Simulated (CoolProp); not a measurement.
Vapour-liquid equilibrium of CHF3 (R23) (1) + C2F6 (R116) (2) at 16.1 bar; x and y are mole fractions of (1).

Model: multi-fluid Helmholtz-energy mixture model, Penoncello 2003 and Lemmon 2006; pair parameters Bell 2016, in CoolProp.

```
x     bubble temperature, mixture model (K)  bubble temperature, Raoult's law (K)  y, mixture model  y, Raoult's law
----  -------------------------------------  ------------------------------------  ----------------  ---------------
0.05                                  264.8                                 267.5             0.100            0.066
0.15                                  259.9                                 266.3             0.256            0.192
0.25                                  256.7                                 265.1             0.366            0.310
0.35                                  254.7                                 264.0             0.450            0.420
0.45                                  253.5                                 262.9             0.519            0.524
0.55                                  252.8                                 261.9             0.582            0.621
0.65                                  252.7                                 260.9             0.644            0.714
0.75                                  253.0                                 260.0             0.713            0.801
0.85                                  254.1                                 259.1             0.800            0.884
0.95                                  256.2                                 258.2             0.919            0.962
```

The largest gap from Raoult's law is -9.4 K in bubble temperature, at x = 0.45. y crosses x between x = 0.55 and 0.65: the model has an azeotrope there.

Pair parameters are fitted to limited data, so mixtures are less certain than the pure fluids.
